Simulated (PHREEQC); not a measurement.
A PHREEQC speciation (ion-association model, wateq4f.dat) at 25 °C gives pH 1.44 and these molalities:

```csv
species,mol/kgw
H+,0.0431
HSO4-,0.0229
SO4-2,0.0120
Zn+2,0.00180
ZnSO4,0.000997
Mg+2,0.000238
MgSO4,0.000132
Zn(SO4)2-2,0.000100
```

### Question
What are the element totals, and what could have been dissolved in 1 kg of water to give them?

### Answer
Several could match; the one computed here: totals Mg 0.000370, S(6) 0.0363, Zn 0.00290 mol/kgw, from 0.033 mol/kgw H2SO4, 0.0029 mol/kgw ZnSO4 and 0.00037 mol/kgw MgSO4.

Precipitation was switched off in this run. Species that the database lacks are ignored.
